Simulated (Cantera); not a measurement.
## Ignition delay

Mixture: 7.66 % CH4, 24.3 % O2, 68.1 % N2, equivalence ratio 0.63, at 0.620 bar, adiabatic and at constant pressure. Ignition delay is the time to a rise of 400 K.

Model: GRI-Mech 3.0 (53 species, 325 reactions), integrated in Cantera.

| T0 (K) | delay (ms) |
|---|---|
| 1050 | 455 |
| 1125 | 130 |
| 1200 | 41.4 |
| 1275 | 14.5 |
| 1350 | 5.63 |
| 1425 | 2.44 |
| 1500 | 1.18 |
| 1575 | 0.628 |
| 1650 | 0.362 |

The apparent activation energy between 1500 and 1650 K is 160 kJ/mol.
